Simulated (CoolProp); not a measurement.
Vapour-liquid equilibrium of R113 (1) + acetone (2) at 12.4 bar; x and y are mole fractions of (1).

The numbers come from the multi-fluid Helmholtz-energy mixture model, Marx 1992 and Lemmon 2006; pair parameters Bell 2016 in CoolProp.

Question: Give the bubble temperature and the first vapour's composition at x = 0.25, 0.45, 0.65. Is there an azeotrope?

Answer: x = 0.25: 419.8 K, y = 0.309; x = 0.45: 417.3 K, y = 0.479; x = 0.65: 417.1 K, y = 0.632. y crosses x between x = 0.55 and 0.65: the model has an azeotrope there.

Pair parameters are fitted to limited data, so mixtures are less certain than the pure fluids.
